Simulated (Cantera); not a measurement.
An adiabatic, constant-volume homogeneous reactor starts with 8.72 % CH4, 8.30 % O2, 83.0 % N2, equivalence ratio 2.1, at 1500 K and 0.385 atm.

Computed with Cantera and GRI-Mech 3.0 (53 species, 325 reactions).

Question: Predict: time of steepest temperature rise; temperature at 2.00 s; equilibrium temperature; x(O2) at 2.00 s; x(HCO) at 2.00 s; x(NO) at 2.00 s; x(HCN) at 2.00 s.

Answer: 
- time of steepest temperature rise = 7.01 ms
- temperature at 2.00 s = 2230 K
- equilibrium temperature = 2230 K
- x(O2) at 2.00 s = 1.33e-6 (gas-phase equilibrium 1.33e-6)
- x(HCO) at 2.00 s = 2.59e-8 (gas-phase equilibrium 2.59e-8)
- x(NO) at 2.00 s = 3.35e-5 (gas-phase equilibrium 3.35e-5)
- x(HCN) at 2.00 s = 3.89e-8 (gas-phase equilibrium 3.89e-8)
